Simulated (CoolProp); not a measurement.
Vapour pressure (MPa) of methanol: the reference equation beside estimates from Tc = 513.4 K, pc = 8.216 MPa, ω = 0.565.

The numbers come from the reference Helmholtz-energy equation of state, de Reuck 1993 in CoolProp.

| T (K) | reference | Lee-Kesler | Redlich-Kwong | Soave-Redlich-Kwong | Peng-Robinson |
|---|---|---|---|---|---|
| 295.9 | 0.01509 | 0.01246 | 0.1089 | 0.01247 | 0.01356 |
| 311 | 0.03211 | 0.02837 | 0.1860 | 0.02837 | 0.03019 |
| 326.1 | 0.06321 | 0.05876 | 0.2988 | 0.05873 | 0.06140 |
| 341.2 | 0.1164 | 0.1123 | 0.4564 | 0.1122 | 0.1157 |
| 356.3 | 0.2024 | 0.2004 | 0.6680 | 0.2004 | 0.2042 |
| 371.5 | 0.3357 | 0.3382 | 0.9450 | 0.3387 | 0.3419 |
| 386.6 | 0.5315 | 0.5406 | 1.293 | 0.5427 | 0.5439 |
| 401.7 | 0.8099 | 0.8272 | 1.722 | 0.8332 | 0.8305 |
| 416.8 | 1.194 | 1.219 | 2.242 | 1.233 | 1.224 |
| 431.9 | 1.710 | 1.740 | 2.860 | 1.766 | 1.749 |
| 447 | 2.387 | 2.417 | 3.584 | 2.460 | 2.435 |

Absolute difference from the reference over all 11 rows, mean and median: Lee-Kesler 4.6 and 2.1 %, Redlich-Kwong 239.8 and 181.5 %, Soave-Redlich-Kwong 5.1 and 3.3 %, Peng-Robinson 3.1 and 2.3 %.
